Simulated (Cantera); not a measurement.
Cantera with NASA thermochemical tables; ideal gases at 1 bar, condensed phases pure. Values are per mole of reaction as written; species without (g) are pure solids or liquids, kept so even where they would boil at 1 bar.

### Question
Between 300 and 1848 K, where is each reaction favourable under standard conditions?
- 2 NO2(g) + Nb = 2 NO(g) + NbO2

### Answer
- 2 NO2(g) + Nb = 2 NO(g) + NbO2: ΔG° is -669 kJ at 300 K and -639 kJ at 1848 K; it stays negative (K > 1). ΔH° is -653 kJ and ΔS° -8 J/K at 1848 K.
